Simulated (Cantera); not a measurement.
A perfectly stirred reactor is fed with NH3 : N2 = 1 : 0.71 (molar parts), at 11.3 Torr; it is held at 2123 K, and followed from long to short residence time.

Cantera simulation using the gas-phase N/H chemistry of the illustrative SiF4/NH3 mechanism in the Surface Chemkin manual (1991); the numbers are that mechanism's predictions, not measurements. Walls and surfaces, which speed up NH3 decomposition in real reactors, are not modelled.

x: mole fraction; the columns are a selection and need not sum to one.

| τ (s) | x NH3 | x NH2 | x H | x N | x N2 | x N2H4 |
|---|---|---|---|---|---|---|
| 0.49 | 0.227 | (withheld) | 0.000507 | 3.45e-6 | 0.434 | 2.84e-9 |
| 0.31 | 0.290 | (withheld) | 0.000393 | 3.26e-6 | 0.431 | 4.09e-9 |
| 0.20 | 0.351 | (withheld) | 0.000298 | 2.98e-6 | 0.427 | 5.52e-9 |
| 0.12 | 0.418 | (withheld) | 0.000208 | 2.52e-6 | 0.424 | 7.36e-9 |
| 0.078 | 0.465 | (withheld) | 0.000150 | 2.04e-6 | 0.421 | 8.97e-9 |
| 0.049 | 0.504 | 0.00198 | 0.000102 | 1.50e-6 | 0.419 | 1.06e-8 |
| 0.031 | 0.532 | 0.00210 | 6.80e-5 | 1.01e-6 | 0.417 | 1.21e-8 |
| 0.020 | 0.551 | 0.00218 | 4.48e-5 | 6.44e-7 | 0.416 | 1.29e-8 |
| 0.013 | 0.563 | 0.00219 | 2.87e-5 | 3.87e-7 | 0.416 | 1.30e-8 |
| 0.0079 | 0.572 | 0.00209 | 1.64e-5 | 2.00e-7 | 0.415 | 1.19e-8 |

Q: Some entries are withheld; supply them.

A: 
- 0.49, x NH2: 0.00102
- 0.31, x NH2: 0.00123
- 0.20, x NH2: 0.00142
- 0.12, x NH2: 0.00164
- 0.078, x NH2: 0.00182
